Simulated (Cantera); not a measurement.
**Adiabatic ignition**

An adiabatic, constant-pressure homogeneous reactor starts with CH3OH : O2 : N2 = 1 : 1 : 12 (molar parts), equivalence ratio 1.5, at 1648 K and 7.40 atm.

Model: GRI-Mech 3.0 (53 species, 325 reactions), integrated in Cantera. GRI-Mech 3.0 was tuned for natural gas; its chemistry of methanol as a main component is partial and can be far from experiment.

```json
[
 {"t (s)": "5.00e-6", "T (K)": "1650", "x CH3OH": "0.0673", "x O2": "0.0695", "x CH3": "2.35e-5", "x O": "4.57e-7", "x HCN": "1.29e-10"},
 {"t (s)": "1.12e-5", "T (K)": "1702", "x CH3OH": "0.0421", "x O2": "0.0577", "x CH3": "1.77e-5", "x O": "3.27e-6", "x HCN": "1.28e-9"},
 {"t (s)": "2.51e-5", "T (K)": "2213", "x CH3OH": "<1e-12", "x O2": "0.00216", "x CH3": "2.42e-12", "x O": "0.00138", "x HCN": "1.63e-9"},
 {"t (s)": "5.62e-5", "T (K)": "2323", "x CH3OH": "<1e-12", "x O2": "0.000286", "x CH3": "1.12e-12", "x O": "0.000161", "x HCN": "7.30e-10"},
 {"t (s)": "0.000126", "T (K)": "2346", "x CH3OH": "<1e-12", "x O2": "5.37e-5", "x CH3": "1.10e-12", "x O": "3.04e-5", "x HCN": "2.34e-9"},
 {"t (s)": "0.000282", "T (K)": "2352", "x CH3OH": "<1e-12", "x O2": "1.96e-5", "x CH3": "1.25e-12", "x O": "1.18e-5", "x HCN": "6.02e-9"},
 {"t (s)": "0.000631", "T (K)": "2353", "x CH3OH": "<1e-12", "x O2": "1.62e-5", "x CH3": "1.30e-12", "x O": "9.95e-6", "x HCN": "9.32e-9"},
 {"t (s)": "0.00141", "T (K)": "2353", "x CH3OH": "<1e-12", "x O2": "1.62e-5", "x CH3": "1.30e-12", "x O": "9.91e-6", "x HCN": "1.05e-8"},
 {"t (s)": "0.00317", "T (K)": "2353", "x CH3OH": "<1e-12", "x O2": "1.61e-5", "x CH3": "1.30e-12", "x O": "9.90e-6", "x HCN": "1.26e-8"},
 {"t (s)": "0.00710", "T (K)": "2353", "x CH3OH": "<1e-12", "x O2": "1.61e-5", "x CH3": "1.31e-12", "x O": "9.87e-6", "x HCN": "1.63e-8"},
 {"t (s)": "0.0159", "T (K)": "2352", "x CH3OH": "<1e-12", "x O2": "1.60e-5", "x CH3": "1.32e-12", "x O": "9.83e-6", "x HCN": "2.10e-8"},
 {"t (s)": "0.0356", "T (K)": "2352", "x CH3OH": "<1e-12", "x O2": "1.60e-5", "x CH3": "1.32e-12", "x O": "9.82e-6", "x HCN": "2.34e-8"},
 {"t (s)": "0.0797", "T (K)": "2352", "x CH3OH": "<1e-12", "x O2": "1.60e-5", "x CH3": "1.32e-12", "x O": "9.81e-6", "x HCN": "2.36e-8"},
 {"t (s)": "0.179", "T (K)": "2352", "x CH3OH": "<1e-12", "x O2": "1.60e-5", "x CH3": "1.32e-12", "x O": "9.81e-6", "x HCN": "2.36e-8"},
 {"t (s)": "0.400", "T (K)": "2352", "x CH3OH": "<1e-12", "x O2": "1.60e-5", "x CH3": "1.32e-12", "x O": "9.81e-6", "x HCN": "2.36e-8"}
]
```
x: mole fraction; the columns are a selection and need not sum to one.

| Item | Value |
|---|---|
| time of steepest temperature rise | 17.7 µs |
| temperature at 0.400 s | 2352 K |
| equilibrium temperature | 2352 K |
| x(CH3OH) at 0.400 s | <1e-12 (gas-phase equilibrium <1e-12) |
| x(O2) at 0.400 s | 1.60e-5 (gas-phase equilibrium 1.60e-5) |
| x(CH3) at 0.400 s | 1.32e-12 (gas-phase equilibrium 1.49e-12) |
